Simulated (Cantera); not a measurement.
**SiCl4 + Cl2 + H2 (chlorosilane synthesis and conversion)**

Charge: 1 mol SiCl4, 1.3 mol Cl2, a varied amount of H2, held at 450 °C and 2.00 bar.

These are equilibrium values from Cantera (NASA tables, ideal gas, pure condensed phases), not measurements of a reactor. Candidate condensed phases: Si; 19 gas species. Equilibrium is a limit: real reactors are often held back by kinetics, nucleation or transport.

```csv
n(H2) (mol),x HCl,x H2,x SiCl4,x Cl2,x SiHCl3,x Cl
0.45,0.327,<1e-12,0.364,0.309,<1e-12,5.10e-7
1,0.606,<1e-12,0.303,0.0909,<1e-12,2.76e-7
1.6,0.667,0.0769,0.256,<1e-12,8.84e-6,<1e-12
2.2,0.578,0.200,0.222,<1e-12,2.30e-5,<1e-12
2.8,0.510,0.294,0.196,<1e-12,3.38e-5,<1e-12
3.3,0.464,0.357,0.179,<1e-12,4.10e-5,<1e-12
3.9,0.419,0.419,0.161,<1e-12,4.82e-5,<1e-12
4.5,0.382,0.471,0.147,<1e-12,5.41e-5,<1e-12
5.1,0.351,0.513,0.135,<1e-12,5.90e-5,<1e-12
```
x: gas mole fraction; nothing condenses.

From 0.45 mol H2 to 5.1 mol H2 nothing is condensed. The main Si-bearing gas is SiCl4 throughout.
